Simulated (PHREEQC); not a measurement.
1 kg of water holding 0.01 mol Na2SO4, 0.0045 mol K2SO4 and 0.033 mol NaCl is evaporated at 60 °C; the solids stay in contact with the brine. No CO2 enters from the air. Only these solids could form: Arcanite, Glaserite, Halite, Mirabilite, Misenite, Sylvite, Thenardite.

The series has 28 steps of water left (kg), from 1 to 0.005012.

Model: Pitzer model, pitzer.dat, run in PHREEQC.

Question: Which solids form, in which order, and at which step of the series does each first stand?

Answer: Thenardite from water left = 0.00903 kg.

At this temperature some constants are extrapolated from 25 °C, and those without enthalpy data are left unchanged.
